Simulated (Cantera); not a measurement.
An adiabatic, constant-pressure homogeneous reactor starts with 17.6 % H2, 17.3 % O2, 65.1 % N2, equivalence ratio 0.51, at 1273 K and 1.10 bar.

Computed with Cantera and GRI-Mech 3.0 (53 species, 325 reactions).

One state of this run: T (K) = 2358; x H2 = 0.00499; x O2 = 0.0878; x H2O = 0.177; x HO2 = 7.92e-6; x O = 0.00593. x: mole fraction; the columns are a selection and need not sum to one.

**Question.** Which value of t (s) does it belong to?
A) 4.74e-5
B) 1.32e-5
C) 0.000170
D) 2.51e-5

**Answer.** C, 0.000170
